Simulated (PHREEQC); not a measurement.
A solution holds 0.0016 mol H3PO4, 0.21 mol NaOH and 5.6e-05 mol H4SiO4 per kg of water, at 25 °C. Closed to the air; pH follows from the charge balance.

Computed with PHREEQC (ion-association model, phreeqc.dat).

**Question.** The ionic strength comes out as 0.215 mol/kgw. What activity coefficients do OH-, PO4-3, NaHPO4-, Na+, HPO4-2 get?

**Answer.** OH- 0.70, PO4-3 0.048, NaHPO4- 0.74, Na+ 0.74, HPO4-2 0.29.

This is a speciation only: nothing precipitates in the calculation.
